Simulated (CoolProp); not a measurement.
n-perfluoropentane along the isobar 2.5 MPa: fugacity coefficient from the reference equation and from simpler models built on Tc = 147.9 °C, pc = 2.063 MPa, ω = 0.436; each cubic takes its own stable root.

Computed with CoolProp (reference Helmholtz-energy equation of state, Gao 2022).

```tsv
T (°C)	phase	reference
120.05	liquid	0.3921
130.75	liquid	0.4574
141.45	liquid	0.5247
152.15	supercritical	0.5909
162.75	supercritical	0.6446
173.45	supercritical	0.6816
184.15	supercritical	0.7116
194.85	supercritical	0.7375
205.45	supercritical	0.7601
216.15	supercritical	0.7805
226.85	supercritical	0.7989
```

How far does each simpler model (van der Waals, Redlich-Kwong) lie from the reference over these 11 states: mean and median of the absolute difference, and the worst?


- van der Waals: mean 7.3 %, median 3.0 %, worst +29.9 % at 120.05 °C and 2.5 MPa
- Redlich-Kwong: mean 4.2 %, median 3.2 %, worst +13.8 % at 120.05 °C and 2.5 MPa
